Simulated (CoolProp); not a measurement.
Model: reference Helmholtz-energy equation of state, Fiedler 2023, in CoolProp.

### Question
Give the vapour pressure (MPa), enthalpy of vaporisation (kJ/kg), liquid cp (kJ/(kg K)), vapour Z of saturated tetrahydrofuran at 373.5, 399.6, 404.8 K.

### Answer
```
T (K)  p (MPa)  enthalpy of vaporisation (kJ/kg)  liquid cp (kJ/(kg K))  vapour Z
-----  -------  --------------------------------  ---------------------  --------
373.5    0.275                               389                   2.03     0.941
399.6    0.515                               366                   2.16     0.907
404.8    0.577                               361                   2.19     0.899
```
